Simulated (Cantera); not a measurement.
An isothermal, constant-pressure homogeneous reactor starts with 20.8 % H2, 13.9 % O2, 65.3 % N2, at 1075 K and 100000 Pa.

Detailed kinetics in Cantera: GRI-Mech 3.0 (53 species, 325 reactions). The temperature is held fixed by assumption; the heat of reaction is taken as removed at once.

One state of this run: x H2 = 9.56e-7; x O2 = 0.0388; x OH = 1.62e-7; x H2O = 0.233; x N2O = 6.01e-8; x H2O2 = 2.48e-10; x NO = 4.39e-7. x: mole fraction; the columns are a selection and need not sum to one.

Task: Which value of t (s) does it belong to?
A) 8.00
B) 0.000317
C) 0.00172
D) 1.48

Result: D, 1.48
